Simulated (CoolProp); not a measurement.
Computed with CoolProp (reference Helmholtz-energy equation of state, Lemmon 2006). It is a short technical equation, of lower accuracy than the large ones.

Task: For C3F8 (R218), give the phase and the cp (kJ/(kg K)), Joule-Thomson coefficient (K/MPa), fugacity coefficient at 315.8 K and 4.88 bar.

Result: 
- 315.8 K and 4.88 bar: gas; cp 0.859, Joule-Thomson coefficient 11.9, fugacity coefficient 0.918
